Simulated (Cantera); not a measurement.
Input: 1 mol CH₃SiH₃, 23 mol H₂, 0.076 mol C₃H₈, equilibrated at 0.130 bar.

Method: chemical equilibrium by Gibbs-energy minimisation in Cantera with the NASA 1993 tables (ideal gas, pure condensed phases). Candidate condensed phases: C, C₆H₆, C₇H₈, C₈H₁₈, Si, SiC; 87 gas species. The feed counts by its element totals alone. Gases not in the tables: Si₂H₆ and higher silanes. Equilibrium is a limit: real reactors are often held back by kinetics, nucleation or transport.

Q: Which condensed phases are stable at each of these points (T (K)): 1773, 1873, 1973, 2073, 2173, 2273, 2373, 2473, 2573?

A: 
```csv
T (K),condensed phases,Si condensed (%)
1773,C(graphite) + SiC(s),100.0
1873,C(graphite) + SiC(s),100.0
1973,C(graphite) + SiC(s),99.9
2073,C(graphite) + SiC(s),99.8
2173,C(graphite) + SiC(s),99.2
2273,C(graphite) + SiC(s),97.0
2373,SiC(s),90.0
2473,SiC(s),68.4
2573,SiC(s),10.8
```

From 1773 K to 2273 K the condensed part is C(graphite) + SiC(s). From 2373 K to 2573 K the condensed part is SiC(s).
